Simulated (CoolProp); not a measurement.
Vapour-liquid equilibrium of CHF3 (R23) (1) + CH2F2 (R32) (2) at 221.1 K; x and y are mole fractions of (1).

Computed with CoolProp (multi-fluid Helmholtz-energy mixture model, Penoncello 2003 and Tillner-Roth 1997; pair parameters Bell 2016).

| x | bubble pressure (kPa) | y at the bubble point | dew pressure at overall composition x (kPa) | liquid density (mol/L) |
|---|---|---|---|---|
| 0.05 | 116.4 | 0.183 | 103.4 | 23.10 |
| 0.2 | 167.7 | 0.512 | 118.2 | 22.41 |
| 0.35 | 218.9 | 0.689 | 137.8 | 21.74 |
| 0.5 | 269.7 | 0.800 | 165.0 | 21.08 |
| 0.65 | 320.1 | 0.878 | 205.2 | 20.43 |
| 0.8 | 370.7 | 0.937 | 269.7 | 19.78 |
| 0.95 | 422.4 | 0.985 | 383.7 | 19.13 |

No azeotrope shows between x = 0.05 and 0.95.

The pair parameters rest on a limited set of measurements; away from them the model extrapolates.
